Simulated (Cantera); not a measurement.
**N2O furnace oxynitridation**

An isothermal, constant-pressure homogeneous reactor starts with N2O : H2O = 1 : 0.0032 (molar parts), at 1375 K and 101000 Pa.

Cantera simulation using GRI-Mech 3.0 (53 species, 325 reactions); the numbers are that mechanism's predictions, not measurements. GRI-Mech 3.0 was tuned for natural gas; its chemistry of N2O as a main component is partial and can be far from experiment. The mechanism lacks the step 2 NO + O2 → 2 NO2, which can matter for NO2 below about 1400 K. The temperature is held fixed by assumption; the heat of reaction is taken as removed at once.

```
t (s)       x N2O    x H2O      x H2    x H2O2      x NO
--------  -------  -------  --------  --------  --------
1.00e-5     0.997  0.00319  1.70e-12    <1e-12   1.33e-5
2.39e-5     0.996  0.00319  2.79e-11  1.05e-11   4.04e-5
5.72e-5     0.996  0.00319  3.42e-10  1.92e-10  0.000106
0.000137    0.995  0.00318   2.58e-9   3.11e-9  0.000262
0.000327    0.992  0.00318   1.05e-8   1.50e-8  0.000628
0.000782    0.984  0.00317   2.79e-8   1.51e-8   0.00147
0.00187     0.967  0.00315   4.36e-8   9.06e-9   0.00342
0.00447     0.928  0.00310   3.89e-8   6.35e-9   0.00789
0.0107      0.844  0.00301   3.02e-8   5.55e-9    0.0176
0.0256      0.681  0.00284   2.63e-8   5.07e-9    0.0357
0.0612      0.435  0.00258   2.29e-8   4.14e-9    0.0616
0.146       0.184  0.00231   1.66e-8   2.64e-9    0.0836
0.350      0.0398  0.00217   6.85e-9  9.64e-10    0.0904
0.836     0.00230  0.00213   1.62e-9  1.69e-10    0.0899
2.00      6.18e-6  0.00213   1.22e-9  1.09e-10    0.0898
```
x: mole fraction; the columns are a selection and need not sum to one.

Equilibrium at this temperature and pressure: N2O 4.32e-8, H2O 0.00213, H2 1.13e-9, H2O2 1.17e-10, NO 0.000729 (gas phase only).
